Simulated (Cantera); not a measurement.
Thermodynamics of silicon carbide growth, feed SiH4 + C2H2 + H2

A closed system holds: 1 mol SiH4, 0.011 mol C2H2, 2.9 mol H2, held at 1.33 mbar.

Method: chemical equilibrium by Gibbs-energy minimisation in Cantera with the NASA 1993 tables (ideal gas, pure condensed phases). Candidate condensed phases: C, C6H6, C7H8, C8H18, Si, SiC; 87 gas species. Mutual solubility and eutectic melting of coexisting phases are not modelled. Gases not in the tables: Si2H6 and higher silanes. Equilibrium is a limit: real reactors are often held back by kinetics, nucleation or transport.

| T (K) | log p H2 | log p Si | log p H | log p Si2C | log p SiH | log p Si2 | n Si(s) | n SiC(s) | n Si(l) |
|---|---|---|---|---|---|---|---|---|---|
| 1200 | -2.88 | -11.86 | -8.14 | <-14 | -12.12 | <-14 | 0.978 | 0.0220 | 0 |
| 1275 | -2.88 | -10.71 | -7.57 | -14.45 | -11.17 | -14.43 | 0.978 | 0.0220 | 0 |
| 1350 | -2.88 | -9.70 | -7.06 | -13.09 | -10.33 | -13.11 | 0.978 | 0.0220 | 0 |
| 1425 | -2.88 | -8.79 | -6.60 | -11.88 | -9.58 | -11.93 | 0.978 | 0.0220 | 0 |
| 1500 | -2.88 | -7.98 | -6.19 | -10.80 | -8.91 | -10.87 | 0.978 | 0.0220 | 0 |
| 1575 | -2.88 | -7.24 | -5.82 | -9.81 | -8.30 | -9.91 | 0.978 | 0.0220 | 0 |
| 1650 | -2.88 | -6.57 | -5.48 | -8.93 | -7.75 | -9.04 | 0.977 | 0.0220 | 0 |
| 1725 | -2.88 | -5.99 | -5.17 | -8.15 | -7.28 | -8.32 | 0 | 0.0220 | 0.974 |
| 1800 | -2.88 | -5.50 | -4.89 | -7.47 | -6.88 | -7.72 | 0 | 0.0219 | 0.965 |
| 1875 | -2.89 | -5.04 | -4.63 | -6.85 | -6.52 | -7.17 | 0 | 0.0215 | 0.942 |
| 1950 | -2.90 | -4.62 | -4.39 | -6.28 | -6.19 | -6.66 | 0 | 0.0200 | 0.880 |
| 2025 | -2.92 | -4.23 | -4.18 | -5.75 | -5.89 | -6.19 | 0 | 0.0149 | 0.728 |
| 2100 | -2.96 | -3.87 | -3.99 | -5.30 | -5.62 | -5.76 | 0 | 0 | 0.351 |
log p: log10 of the partial pressure in bar; n: condensed amount in mol.

From 1200 K to 1650 K the condensed part is Si(s) + SiC(s). From 1725 K to 2025 K the condensed part is Si(l) + SiC(s). At 2100 K the condensed part is Si(l). The main Si-bearing gas is SiH2 at 1200 K and Si at 2100 K.
